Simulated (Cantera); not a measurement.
A perfectly stirred reactor is fed with CH4 : H2O = 1 : 0.91 (molar parts), at 3750 Torr; it is held at 1750 K, and followed from long to short residence time.

Model: GRI-Mech 3.0 (53 species, 325 reactions), integrated in Cantera.

**Question.** What does this change do: CH4 1 to 0.4 parts?

**Answer.** 
```json
[
 {"quantity": "x(CH4) at τ = 27.0 s", "before": "0.0242", "after": "0.00310"},
 {"quantity": "x(H2O) at τ = 27.0 s", "before": "0.0173", "after": "0.228"},
 {"quantity": "x(CH2O) at τ = 27.0 s", "before": "3.62e-7", "after": "2.54e-7"},
 {"quantity": "x(CO) at τ = 27.0 s", "before": "0.228", "after": "0.169"},
 {"quantity": "x(O2) at τ = 27.0 s", "before": "<1e-12", "after": "3.45e-11"},
 {"quantity": "x(CH4) at τ = 0.470 s", "before": "0.0544", "after": "0.0289"},
 {"quantity": "x(H2O) at τ = 0.470 s", "before": "0.126", "after": "0.305"},
 {"quantity": "x(CH2O) at τ = 0.470 s", "before": "5.83e-7", "after": "9.06e-7"},
 {"quantity": "x(CO) at τ = 0.470 s", "before": "0.143", "after": "0.125"},
 {"quantity": "x(O2) at τ = 0.470 s", "before": "5.33e-12", "after": "6.43e-11"}
]
```

**Question.** What does this change do: temperature 1750 to 1625 K?

**Answer.** 
| quantity | before | after |
|---|---|---|
| x(CH4) at τ = 27.0 s | 0.0242 | 0.0680 |
| x(H2O) at τ = 27.0 s | 0.0173 | 0.0632 |
| x(CH2O) at τ = 27.0 s | 3.62e-7 | 3.46e-7 |
| x(CO) at τ = 27.0 s | 0.228 | 0.196 |
| x(O2) at τ = 27.0 s | <1e-12 | <1e-12 |
| x(CH4) at τ = 0.470 s | 0.0544 | 0.125 |
| x(H2O) at τ = 0.470 s | 0.126 | 0.244 |
| x(CH2O) at τ = 0.470 s | 5.83e-7 | 9.27e-7 |
| x(CO) at τ = 0.470 s | 0.143 | 0.0671 |
| x(O2) at τ = 0.470 s | 5.33e-12 | 1.61e-12 |
